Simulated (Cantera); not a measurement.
# Abatement and gas-phase synthesis: H2S + H2O + H2

Charge: 1 mol H2S, 5.4 mol H2O, 5.7 mol H2, at 750 Torr.

Equilibrium computed with Cantera from the NASA thermochemical tables; the gas is ideal and each condensed phase is pure. Candidate condensed phases: H2O, H2SO4, S; 19 gas species. Gases not in the tables: S3 to S7. The numbers say what is thermodynamically allowed, not how fast it happens.

```csv
T (K),x H2,x H2O,x H2S,x S2,x SH,x SO2
1073,0.471,0.446,0.0826,7.27e-6,2.79e-6,6.56e-8
1148,0.471,0.446,0.0826,2.72e-5,9.32e-6,3.42e-7
1223,0.471,0.446,0.0824,8.65e-5,2.68e-5,1.46e-6
1298,0.471,0.446,0.0821,0.000239,6.81e-5,5.29e-6
1373,0.472,0.446,0.0812,0.000585,0.000155,1.65e-5
1448,0.473,0.446,0.0796,0.00127,0.000321,4.54e-5
1523,0.475,0.445,0.0767,0.00246,0.000606,0.000110
1598,0.479,0.443,0.0724,0.00423,0.00105,0.000238
1673,0.483,0.442,0.0667,0.00649,0.00168,0.000460
1748,0.488,0.439,0.0600,0.00900,0.00250,0.000809
1823,0.494,0.436,0.0529,0.0114,0.00349,0.00131
1898,0.499,0.433,0.0460,0.0135,0.00463,0.00198
1973,0.505,0.428,0.0395,0.0151,0.00588,0.00282
```
x: gas mole fraction; nothing condenses.

From 1073 K to 1973 K nothing is condensed.
